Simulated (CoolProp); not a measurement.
Vapour-liquid equilibrium of propane (1) + R114 (2) at 0.582 MPa; x and y are mole fractions of (1).

The numbers come from the multi-fluid Helmholtz-energy mixture model, Lemmon 2009 and Platzer 1990; pair parameters Bell 2016 in CoolProp. This equation is an older, rougher fit; its heat capacities, sound speeds and derivatives of the liquid may be far off and weren't checked against measurements.

```csv
x,"bubble temperature, mixture model (K)","bubble temperature, Raoult's law (K)","y, mixture model","y, Raoult's law"
0.05,327.1,328.3,0.168,0.164
0.2,312.6,315.7,0.499,0.499
0.35,302.6,305.9,0.678,0.695
0.5,295.5,298.1,0.787,0.816
0.65,290.0,291.6,0.864,0.896
0.8,285.4,286.1,0.926,0.951
0.95,281.3,281.4,0.982,0.990
```

The largest gap from Raoult's law is -3.3 K in bubble temperature, at x = 0.35. No azeotrope shows between x = 0.05 and 0.95.

The pair parameters rest on a limited set of measurements; away from them the model extrapolates.
